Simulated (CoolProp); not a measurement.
Vapour-liquid equilibrium of methanol (1) + isohexane (2) at 276 kPa; x and y are mole fractions of (1).

Values from CoolProp's multi-fluid Helmholtz-energy mixture model, de Reuck 1993 and Lemmon 2006; pair parameters Bell 2016.

Q: Give the bubble temperature and the first vapour's composition at x = 0.15, 0.65, 0.95. Is there an azeotrope?

A: x = 0.15: 79.8 °C, y = 0.384; x = 0.65: 76.4 °C, y = 0.498; x = 0.95: 86.0 °C, y = 0.786. y crosses x between x = 0.45 and 0.55: the model has an azeotrope there.

Pair parameters are fitted to limited data, so mixtures are less certain than the pure fluids. With so large a gap from Raoult's law the liquid may split in two, which this calculation doesn't test in full.
